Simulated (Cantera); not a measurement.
An adiabatic, constant-volume homogeneous reactor starts with CH4 : O2 : N2 = 1 : 2 : 7.52 (molar parts), equivalence ratio 1.0, at 1523 K and 8.10 bar.

Cantera simulation using GRI-Mech 3.0 (53 species, 325 reactions); the numbers are that mechanism's predictions, not measurements. Above 3000 K some thermodynamic fits are extrapolated.

**Question.** Predict: time of steepest temperature rise; temperature at 2.00 s; equilibrium temperature; x(O2) at 2.00 s; x(HO2) at 2.00 s; x(CO) at 2.00 s.

**Answer.** time of steepest temperature rise: 0.169 ms
temperature at 2.00 s: 3092 K
equilibrium temperature: 3092 K
x(O2) at 2.00 s: 0.0167 (gas-phase equilibrium 0.0167)
x(HO2) at 2.00 s: 1.87e-5 (gas-phase equilibrium 1.87e-5)
x(CO) at 2.00 s: 0.0422 (gas-phase equilibrium 0.0422)
